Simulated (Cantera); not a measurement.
Transport properties of process gases

Gas mixture: 100 % NH₃, at 10.00 Torr, frozen composition.

Cantera's kinetic-theory transport with the Lennard-Jones parameters of GRI-Mech 3.0, ideal gas; thermal conductivity in the mixture-averaged form. Polar gases are described roughly by these parameters. The composition is frozen, though it would react at the higher temperatures.

| T (K) | ρ (kg/m³) | cp (J/kg/K) | μ (µPa s) | λ (mW/m/K) | Pr | D (cm²/s) CO₂ | D (cm²/s) N₂ | D (cm²/s) CH₄ |
|---|---|---|---|---|---|---|---|---|
| 400 | 0.00683 | 2269 | 13.9 | 44.3 | 0.713 | 21.3 | 29.1 | 29.4 |
| 500 | 0.00546 | 2466 | 17.4 | 60.1 | 0.716 | 32.9 | 43.9 | 44.8 |
| 600 | 0.00455 | 2662 | 20.9 | 77.4 | 0.719 | 46.6 | 61.0 | 62.7 |
| 700 | 0.00390 | 2844 | 24.3 | 95.8 | 0.721 | 62.1 | 80.3 | 83.0 |
| 800 | 0.00341 | 3009 | 27.5 | 115 | 0.721 | 79.4 | 101 | 105 |
| 900 | 0.00303 | 3162 | 30.6 | 134 | 0.721 | 98.3 | 125 | 130 |
| 1000 | 0.00273 | 3319 | 33.6 | 154 | 0.725 | 119 | 149 | 156 |
| 1100 | 0.00248 | 3454 | 36.5 | 174 | 0.726 | 141 | 176 | 184 |
| 1200 | 0.00228 | 3580 | 39.3 | 194 | 0.727 | 164 | 204 | 214 |
D: mixture-averaged diffusion coefficient of that species in the mixture.
